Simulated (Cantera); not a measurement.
Mixture: 9.12 % CH4, 19.8 % O2, 55.6 % N2, 15.5 % CO2, at 0.350 bar, adiabatic and at constant volume. Ignition delay is the time to a rise of 400 K.

Cantera simulation using GRI-Mech 3.0 (53 species, 325 reactions); the numbers are that mechanism's predictions, not measurements.

Question: At T0 = 1450 K, what is the delay, and which 6 reactions control it most (d ln τ / d ln k, from doubling and halving each rate constant)?

Answer: The delay is 4.14 ms.
| reaction | d ln τ / d ln k | faster rate |
|---|---|---|
| CH3 + O2 <=> CH3O + O | -0.47 | shortens it |
| 2 CH3 (+M) <=> C2H6 (+M) | 0.33 | lengthens it |
| H + O2 <=> O + OH | -0.33 | shortens it |
| CH4 + H <=> CH3 + H2 | 0.27 | lengthens it |
| CH3 + O2 <=> CH2O + OH | -0.19 | shortens it |
| CH3 + HO2 <=> CH3O + OH | -0.14 | shortens it |
